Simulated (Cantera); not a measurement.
Standard-state values (1 bar) from the NASA 1993 polynomials, evaluated with Cantera. Values are per mole of reaction as written; species without (g) are pure solids or liquids, kept so even where they would boil at 1 bar. VN: taken at fixed stoichiometry.

Problem. Between 425 and 1625 K, where is each reaction favourable under standard conditions?
- V2O3 + H2O2(g) → 2 H(g) + V2O5
- 4 VN + 5 H2O2(g) → 10 H(g) + 4 NO(g) + 2 V2O3

Solution. 
- V2O3 + H2O2(g) → 2 H(g) + V2O5: ΔG° is 228 kJ at 425 K and 110 kJ at 1625 K; it stays positive (K < 1). ΔH° is 336 kJ and ΔS° 139 J/K at 1625 K.
- 4 VN + 5 H2O2(g) → 10 H(g) + 4 NO(g) + 2 V2O3: ΔG° is 1286 kJ at 425 K and 63 kJ at 1625 K; it stays positive (K < 1). ΔH° is 1796 kJ and ΔS° 1067 J/K at 1625 K.
